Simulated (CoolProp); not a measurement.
Vapour-liquid equilibrium of CH2F2 (R32) (1) + R142b (2) at 0.107 MPa; x and y are mole fractions of (1).

The numbers come from the multi-fluid Helmholtz-energy mixture model, Tillner-Roth 1997 and Lemmon 2006; pair parameters Bell 2016 in CoolProp.

```csv
x,"bubble temperature, mixture model (K)","bubble temperature, Raoult's law (K)","y, mixture model","y, Raoult's law"
0.05,258.7,259.9,0.271,0.243
0.2,244.3,248.0,0.672,0.623
0.35,236.0,240.2,0.819,0.791
0.5,231.0,234.5,0.886,0.880
0.65,227.8,230.0,0.925,0.934
0.8,225.5,226.5,0.955,0.969
0.95,223.3,223.5,0.987,0.994
```

The largest gap from Raoult's law is -4.2 K in bubble temperature, at x = 0.35. No azeotrope shows between x = 0.05 and 0.95.

Pair parameters are fitted to limited data, so mixtures are less certain than the pure fluids.
